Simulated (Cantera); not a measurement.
Cantera run:

```python
import numpy as np
import cantera as ct

gas_names = """
    CL CL2 N N2 Si SiCL SiCL2 SiCL3 SiCL4 SiN Si2 Si2N Si3
""".split()
cond_names = """
    Si(cr) Si(L) Si3N4(a)
""".split()


def load(file, names, dense=False):
    # The tables refer to 1 bar. Condensed volumes are neglected.
    table = {s.name: s for s in ct.Species.list_from_file(file)}
    out = []
    for n in names:
        d = dict(table[n].input_data)
        d["thermo"] = dict(d["thermo"], **{"reference-pressure": 1e5})
        if dense:
            d["equation-of-state"] = {"model": "constant-volume", "density": "1e6 g/cm^3"}
        out.append(ct.Species.from_dict(d))
    return out


gas = ct.Solution(thermo="ideal-gas", species=load("nasa_gas.yaml", gas_names))
cond = {s.name: ct.Solution(thermo="fixed-stoichiometry", species=[s], name=s.name)
        for s in load("nasa_condensed.yaml", cond_names, dense=True)}
atoms = {
    'Si': {'Si': 1},
    'Cl2': {'CL': 2},
    'N2': {'N': 2},
}
top_T = {'Si3N4(a)': 2400}  # K; cautious upper limits of use, not melting points


def equilibrate(T, P, feed):
    n = {}
    for name, mol in feed.items():
        for a, k in atoms[name].items():
            n[a] = n.get(a, 0.0) + k * mol
    gas.TPX = T, P, n
    mass = sum(n.values()) * gas.mean_molecular_weight
    gas.equilibrate("TP")
    valid = [c for c in cond.values() if c.min_temp <= T <= top_T.get(c.name, c.max_temp)]
    mix = ct.Mixture([(gas, mass / gas.mean_molecular_weight)] + [(c, 0.0) for c in valid])
    mix.T, mix.P = T, P
    mix.equilibrate("TP", solver="vcs", rtol=1e-11, max_steps=5000)
    return mix


results = []
T = 1273.15  # K
P = 16  # Pa
for m in [0.53, 1.2, 2.6, 5.9, 13, 29, 65]:
    feed = {'Si': 1, 'Cl2': 2.3, 'N2': m}  # mol
    mix = equilibrate(T, P, feed)
    results.append((T, P, feed, dict(zip(mix.species_names, mix.species_moles))))

top = {s: max(r[3][s] / sum(r[3][g] for g in gas_names) for r in results) for s in gas_names}
cols = sorted((s for s in top if top[s] > 1e-06), key=lambda s: -top[s])[:5]
seen = [c for c in cond_names if any(r[3].get(c, 0) > 1e-12 for r in results)]
print("log10 of partial pressures in bar; condensed amounts in mol")
print(f"{'n(N2)':>10s}" + "".join(f"{s[:9]:>10s}" for s in cols + seen))
for T, P, feed, n in results:
    ng = sum(n[g] for g in gas_names)
    print(f"{feed['N2']:10.4g}" + "".join(f"{np.log10(max(n[s] / ng * P / 1e5, 1e-99)):10.3f}" for s in cols)
          + "".join(f"{n.get(c, 0):10.4g}" for c in seen))
```

Output:

```
log10 of partial pressures in bar; condensed amounts in mol
     n(N2)        N2     SiCL4        CL       CL2     SiCL3
      0.53    -4.376    -4.100    -4.532    -5.039    -7.750
       1.2    -4.148    -4.227    -4.626    -5.226    -7.783
       2.6    -3.996    -4.411    -4.767    -5.508    -7.826
       5.9    -3.897    -4.668    -4.977    -5.928    -7.873
        13    -3.845    -4.960    -5.231    -6.437    -7.910
        29    -3.819    -5.282    -5.528    -7.031    -7.936
        65    -3.806    -5.621    -5.850    -7.676    -7.952
```

These are equilibrium values from Cantera (NASA tables, ideal gas, pure condensed phases), not measurements of a reactor. The tables' values for SiCl3 are old estimates; treat these amounts as uncertain.
